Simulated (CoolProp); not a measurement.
A single-stage vapour-compression cycle with R407C: evaporating at 229.15 K (dew point), condensing at 285.15 K (bubble point), superheat 5 K, subcooling 2 K, compressor efficiency 0.65, no pressure losses. Each further row changes one setting.

The numbers come from the reference Helmholtz-energy equation of state, Lemmon 2003 in CoolProp. It is a pseudo-pure fit of the blend.

```csv
case,cooling COP,pressure ratio,discharge temperature (K),refrigerating effect (kJ/kg),volumetric capacity (kJ/m³)
as stated,1.82,11.8,358.8,175,555
evaporating temperature 234.15 K,2.08,9.15,351.5,178,719
condensing temperature 280.15 K,2.04,10.2,(withheld),182,578
subcooling 7 K,(withheld),11.8,358.8,182,578
superheat 15 K,1.82,11.8,(withheld),182,(withheld)
compressor efficiency 0.55,(withheld),11.8,376.4,175,555
```

Q: Some entries are withheld; supply them.

A: 
- condensing temperature 280.15 K, discharge temperature (K): 350.9
- subcooling 7 K, cooling COP: 1.90
- superheat 15 K, discharge temperature (K): 371.0
- superheat 15 K, volumetric capacity (kJ/m³): 553
- compressor efficiency 0.55, cooling COP: 1.54
